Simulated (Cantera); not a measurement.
A Cantera script and its output.

```python
import numpy as np
import cantera as ct

gas = ct.Solution("gri30.yaml")


def delay(T, t_max=10):
    gas.TPX = T, 2400000, {'CH4': 1, 'H2': 0.53, 'O2': 4.82, 'N2': 25.1}
    reactor = ct.IdealGasReactor(gas, clone=False)
    net = ct.ReactorNet([reactor])
    net.rtol, net.atol = 1e-8, 1e-16
    while net.time < t_max:
        t_old, T_old = net.time, reactor.T
        net.step()
        if reactor.T > T + 400:  # ignition: a rise of 400 K
            return t_old + (T + 400 - T_old) / (reactor.T - T_old) * (net.time - t_old)
    return np.nan


taus = []
for T in [1275, 1350, 1425, 1500, 1575, 1650, 1725, 1800, 1875]:
    taus.append(delay(T))
    print(f"T0 = {T:6g} K   tau = {taus[-1]:.4e} s")
```

Output:

```
T0 =   1275 K   tau = 1.4342e-04 s
T0 =   1350 K   tau = 6.6538e-05 s
T0 =   1425 K   tau = 3.5680e-05 s
T0 =   1500 K   tau = 2.0933e-05 s
T0 =   1575 K   tau = 1.2999e-05 s
T0 =   1650 K   tau = 8.3971e-06 s
T0 =   1725 K   tau = 5.5956e-06 s
T0 =   1800 K   tau = 3.8302e-06 s
T0 =   1875 K   tau = 2.6868e-06 s
```

Computed with Cantera and GRI-Mech 3.0 (53 species, 325 reactions). The pressure lies above the range GRI-Mech 3.0 was tuned for (to about 10 atm).
